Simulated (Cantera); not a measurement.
# Premixed flame

A freely propagating, adiabatic, planar premixed flame of 11.2 % CH4, 18.7 % O2, 70.1 % N2, unburnt at 323 K and 5.00 bar; mixture-averaged transport, grid criteria slope 0.08 and curve 0.16, no radiation.

Model: GRI-Mech 3.0 (53 species, 325 reactions), integrated in Cantera. Burning velocities carry a grid error of a few per cent, more on coarse grids.

```
z (mm)   T (K)  u (m/s)     x CH4      x O2     x H2      x CO    x CH2       x O
-------  -----  -------  --------  --------  -------  --------  -------  --------
-0.553     323    0.170     0.112     0.187  0.00126   4.49e-6    <1e-8     <1e-8
-0.369     328    0.173     0.111     0.186  0.00399   8.16e-5    <1e-8     <1e-8
-0.277     351    0.186     0.109     0.184  0.00756  0.000501    <1e-8     <1e-8
-0.184     505    0.270    0.0991     0.172   0.0141   0.00396    <1e-8     <1e-8
-0.0922   1070    0.583    0.0626     0.121   0.0222    0.0212    <1e-8   7.41e-7
-0.0461   1510    0.828    0.0324    0.0739   0.0260    0.0378  9.05e-7   1.70e-5
0         1903     1.05   0.00676    0.0268   0.0278    0.0525  2.77e-5  0.000119
0.0461    2058     1.13  0.000446   0.00596   0.0263    0.0519  1.51e-5  0.000208
0.0922    2095     1.15   2.49e-5   0.00152   0.0259    0.0475  1.31e-6  0.000183
0.184     2122     1.16   2.92e-7  0.000373   0.0264    0.0449  1.56e-8   9.73e-5
0.369     2142     1.17     <1e-8  0.000121   0.0265    0.0446    <1e-8   3.54e-5
0.738     2153     1.18     <1e-8   3.58e-5   0.0265    0.0447    <1e-8   1.07e-5
1.48      2158     1.18     <1e-8   1.25e-5   0.0266    0.0448    <1e-8   3.93e-6
```
x: mole fraction of selected species; z is measured from the peak of heat release.

```
Property                     Result
------------------------  ---------
laminar burning velocity  17.0 cm/s
thermal thickness          0.184 mm
peak x(H2)                   0.0278
peak x(CO)                   0.0539
peak x(CH2)                 3.38e-5
peak x(O)                  0.000210
```
